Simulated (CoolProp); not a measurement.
Properties of nitrous oxide along the isobar 4700 kPa (Tc = 309.5 K, pc = 7245 kPa, ω = 0.161).

Model: reference Helmholtz-energy equation of state, Lemmon 2006, in CoolProp. It is a short technical equation, of lower accuracy than the large ones.

```csv
T (K),phase,Z,isothermal compressibility (1/MPa),expansivity (1/kK),fugacity coefficient
242.7,liquid,0.09754,0.003073,3.541,0.2570
259.8,liquid,0.09747,0.004816,4.432,0.4009
277,liquid,0.1000,0.009107,6.333,0.5783
294.1,gas,0.6386,0.4141,15.37,0.7409
311.3,gas,0.7320,0.3140,8.701,0.7864
328.4,gas,0.7882,0.2799,6.476,0.8209
345.6,gas,0.8279,0.2617,5.289,0.8486
362.8,gas,0.8579,0.2504,4.535,0.8712
379.9,gas,0.8811,0.2426,4.007,0.8899
397.1,gas,0.8999,0.2369,3.608,0.9055
414.2,gas,0.9151,0.2325,3.297,0.9187
431.4,gas,0.9278,0.2291,3.044,0.9300
448.5,gas,0.9383,0.2264,2.834,0.9396
465.7,gas,0.9473,0.2242,2.656,0.9480
482.8,gas,0.9550,0.2224,2.503,0.9551
500,gas,0.9616,0.2209,2.370,0.9614
```
